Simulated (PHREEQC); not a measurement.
# Copper plating or etch bath

Solution (20 °C): 0.001 mol Cu(BF4)2, 0.16 mol H2SO4 and 0.00015 mol Na2SO4 per kg of water. Closed to the air; pH follows from the charge balance.

Model: ion-association model, phreeqc.dat, run in PHREEQC.

| Item | Result |
|---|---|
| pH | 0.83 |
| ionic strength | 0.215 mol/kgw |
| activity of water | 0.994 |
| specific conductance | 52300 µS/cm |
| density | 1.008 g/cm³ |
| total alkalinity | -326 meq/kg |

| species | molality | activity | log γ |
|---|---|---|---|
| H+ | 0.186 | 0.148 | -0.099 |
| HSO4- | 0.133 | 0.0992 | -0.128 |
| SO4-2 | 0.0267 | 0.00768 | -0.541 |
| HF | 0.00522 | 0.00549 | 0.021 |
| H3BO3 | 0.00130 | 0.00137 | 0.021 |
| Cu+2 | 0.000682 | 0.000220 | -0.491 |
| BF4- | 0.000651 | 0.000485 | -0.128 |
| CuSO4 | 0.000318 | 0.000334 | 0.021 |
| Na+ | 0.000289 | 0.000216 | -0.127 |
| BF3OH- | 3.94e-5 | 2.94e-5 | -0.128 |
| F- | 3.85e-5 | 2.71e-5 | -0.153 |
| NaSO4- | 1.08e-5 | 8.05e-6 | -0.129 |
| BF2(OH)2- | 8.14e-6 | 6.07e-6 | -0.128 |

Precipitation was switched off in this run. Real BF4- forms and hydrolyses slowly; the run takes it at equilibrium.
